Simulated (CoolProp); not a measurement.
The fluid at 293.15 K and 0.353 MPa flows at 0.5 m/s in a round tube of 50 mm bore and 45 µm roughness, fully developed (64/Re and Nu = 3.66 if laminar; Colebrook and Gnielinski if turbulent). The same conditions are run with several fluids, on thermodynamics alone (safety and materials aside).

Model: reference Helmholtz-energy equation of state of each fluid (n-heptane: Span 2003; R236FA: Pan 2012; n-nonane: Lemmon 2006; o-xylene: Zhou 2012; n-hexane: Thol 2019), in CoolProp.

```csv
fluid,Reynolds number,Darcy friction factor,pressure drop (Pa/m),heat-transfer coefficient (W/(m² K)),mass flow (kg/h)
n-heptane,[?],0.0244,[?],763,2420
R236FA,113000,0.0216,74.3,[?],4870
n-nonane,25600,[?],47.5,611,2540
o-xylene,27100,0.0262,57.7,636,3110
n-hexane,52500,0.0236,38.9,846,2330
```

Problem. Some entries are withheld; supply them.

Solution. 
- n-heptane, Reynolds number: 41400
- n-heptane, pressure drop (Pa/m): 41.8
- R236FA, heat-transfer coefficient (W/(m² K)): 993
- n-nonane, Darcy friction factor: 0.0265

Transport values come from each fluid's own correlations; those of R236FA are estimates that may be off by 10 % or more.
